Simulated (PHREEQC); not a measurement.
Make-up at 25 °C: 0.0022 mol HF, 0.012 mol NaF, 9.3e-05 mol H2SiF6 and 0.0022 mol H2SO4 per kg of water. Closed to the air; pH follows from the charge balance.

Model: ion-association model, phreeqc.dat, run in PHREEQC.

No solid was allowed to form.

Q: Order these F species by the share of F that they hold, largest first: NaF, SiF6-2, HF2-, HF, F-.

A: F- (54 %), HF (40 %), SiF6-2 (3.8 %), HF2- (2.4 %), NaF (0.29 %)

The pH is 3.25 and the ionic strength 0.0146 mol/kgw. SiF6-2 is the database's only silicon fluoride.
